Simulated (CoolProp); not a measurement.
Vapour-liquid equilibrium of cyclohexane (1) + o-xylene (2) at 471.7 K; x and y are mole fractions of (1).

Computed with CoolProp (multi-fluid Helmholtz-energy mixture model, Zhou 2014 and Zhou 2012; pair parameters Bell 2016).

**Question.** Give the bubble pressure and the first vapour's composition at x = 0.575, 0.8, 0.875. Is there an azeotrope?

**Answer.** x = 0.575: 0.9360 MPa, y = 0.792; x = 0.8: 1.134 MPa, y = 0.905; x = 0.875: 1.201 MPa, y = 0.941. No azeotrope shows between x = 0.05 and 0.95.

Pair parameters are fitted to limited data, so mixtures are less certain than the pure fluids.
